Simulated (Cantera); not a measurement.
A perfectly stirred reactor is fed with CH4 : H2O : N2 = 1 : 4.2 : 0.45 (molar parts), at 5.72 atm; it is held at 2125 K, and followed from long to short residence time.

Computed with Cantera and GRI-Mech 3.0 (53 species, 325 reactions).

**Question.** Predict: x(CH4) at τ = 12.0 s; x(H2O) at τ = 12.0 s; x(CH2) at τ = 12.0 s; x(H2) at τ = 12.0 s; x(CH4) at τ = 0.150 s; x(H2O) at τ = 0.150 s; x(CH2) at τ = 0.150 s; x(H2) at τ = 0.150 s.

**Answer.** 
```json
{
 "x(CH4) at τ = 12.0 s": "7.94e-6",
 "x(H2O) at τ = 12.0 s": "0.397",
 "x(CH2) at τ = 12.0 s": "1.12e-9",
 "x(H2) at τ = 12.0 s": "0.412",
 "x(CH4) at τ = 0.150 s": "0.000617",
 "x(H2O) at τ = 0.150 s": "0.398",
 "x(CH2) at τ = 0.150 s": "8.58e-8",
 "x(H2) at τ = 0.150 s": "0.411"
}
```
